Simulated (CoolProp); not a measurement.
The fluid at 298.15 K and 0.652 MPa flows at 16 m/s in a round tube of 6 mm bore and 0.25 µm roughness, fully developed (64/Re and Nu = 3.66 if laminar; Colebrook and Gnielinski if turbulent). The same conditions are run with several fluids, on thermodynamics alone (safety and materials aside).

Computed with CoolProp (reference Helmholtz-energy equation of state of each fluid (C2F6 (R116): Lemmon 2006; methane: Setzmann 1991; nitrogen: Span 2000; R404A: Lemmon 2003; CF4 (R14): Platzer 1990)). The equations of Platzer and Polt are older, rougher fits. Blends and air are pseudo-pure fits.

```json
[
 {"fluid": "C2F6 (R116)", "Reynolds number": "265000", "Darcy friction factor": "0.0152", "pressure drop (Pa/m)": "12700", "heat-transfer coefficient (W/(m² K))": "1050", "mass flow (kg/h)": "63.6"},
 {"fluid": "methane", "Reynolds number": "36400", "Darcy friction factor": "0.0226", "pressure drop (Pa/m)": "…", "heat-transfer coefficient (W/(m² K))": "484", "mass flow (kg/h)": "6.95"},
 {"fluid": "nitrogen", "Reynolds number": "39600", "Darcy friction factor": "…", "pressure drop (Pa/m)": "…", "heat-transfer coefficient (W/(m² K))": "…", "mass flow (kg/h)": "12.0"},
 {"fluid": "R404A", "Reynolds number": "225000", "Darcy friction factor": "0.0156", "pressure drop (Pa/m)": "9690", "heat-transfer coefficient (W/(m² K))": "940", "mass flow (kg/h)": "47.3"},
 {"fluid": "CF4 (R14)", "Reynolds number": "130000", "Darcy friction factor": "…", "pressure drop (Pa/m)": "8760", "heat-transfer coefficient (W/(m² K))": "639", "mass flow (kg/h)": "38.6"}
]
```

Problem. Complete the blanks.

Solution. 
- methane, pressure drop (Pa/m): 2060
- nitrogen, Darcy friction factor: 0.0222
- nitrogen, pressure drop (Pa/m): 3490
- nitrogen, heat-transfer coefficient (W/(m² K)): 385
- CF4 (R14), Darcy friction factor: 0.0173

Transport values come from each fluid's own correlations; those of C2F6 (R116), CF4 (R14) are estimates that may be off by 10 % or more.
